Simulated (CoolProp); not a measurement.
Vapour-liquid equilibrium of R124 (1) + R142b (2) at 83.05 °C; x and y are mole fractions of (1).

Values from CoolProp's multi-fluid Helmholtz-energy mixture model, de Vries 1995 and Lemmon 2006; pair parameters Bell 2016.

```json
[
 {"x": "0.05", "bubble pressure (MPa)": "1.481", "y at the bubble point": "0.053", "dew pressure at overall composition x (MPa)": "1.481", "liquid density (mol/L)": "9.282"},
 {"x": "0.125", "bubble pressure (MPa)": "1.493", "y at the bubble point": "0.133", "dew pressure at overall composition x (MPa)": "1.492", "liquid density (mol/L)": "9.193"},
 {"x": "0.2", "bubble pressure (MPa)": "1.505", "y at the bubble point": "0.211", "dew pressure at overall composition x (MPa)": "1.503", "liquid density (mol/L)": "[?]"},
 {"x": "0.275", "bubble pressure (MPa)": "1.517", "y at the bubble point": "0.289", "dew pressure at overall composition x (MPa)": "1.515", "liquid density (mol/L)": "9.016"},
 {"x": "0.35", "bubble pressure (MPa)": "1.529", "y at the bubble point": "0.367", "dew pressure at overall composition x (MPa)": "1.526", "liquid density (mol/L)": "8.928"},
 {"x": "0.425", "bubble pressure (MPa)": "1.542", "y at the bubble point": "[?]", "dew pressure at overall composition x (MPa)": "1.539", "liquid density (mol/L)": "8.841"},
 {"x": "0.5", "bubble pressure (MPa)": "1.556", "y at the bubble point": "0.520", "dew pressure at overall composition x (MPa)": "1.552", "liquid density (mol/L)": "8.753"},
 {"x": "0.575", "bubble pressure (MPa)": "1.570", "y at the bubble point": "0.595", "dew pressure at overall composition x (MPa)": "1.566", "liquid density (mol/L)": "8.665"},
 {"x": "0.65", "bubble pressure (MPa)": "1.586", "y at the bubble point": "0.670", "dew pressure at overall composition x (MPa)": "1.582", "liquid density (mol/L)": "8.576"},
 {"x": "0.725", "bubble pressure (MPa)": "1.604", "y at the bubble point": "[?]", "dew pressure at overall composition x (MPa)": "1.599", "liquid density (mol/L)": "8.486"},
 {"x": "0.8", "bubble pressure (MPa)": "[?]", "y at the bubble point": "0.816", "dew pressure at overall composition x (MPa)": "1.618", "liquid density (mol/L)": "8.394"},
 {"x": "0.875", "bubble pressure (MPa)": "1.644", "y at the bubble point": "0.887", "dew pressure at overall composition x (MPa)": "1.640", "liquid density (mol/L)": "8.300"},
 {"x": "0.95", "bubble pressure (MPa)": "1.667", "y at the bubble point": "0.956", "dew pressure at overall composition x (MPa)": "1.665", "liquid density (mol/L)": "8.203"}
]
```

Q: What belongs in the gaps?

A: 
- 0.2, liquid density (mol/L): 9.104
- 0.425, y at the bubble point: 0.443
- 0.725, y at the bubble point: 0.744
- 0.8, bubble pressure (MPa): 1.623

No azeotrope shows between x = 0.05 and 0.95.

Pair parameters are fitted to limited data, so mixtures are less certain than the pure fluids.
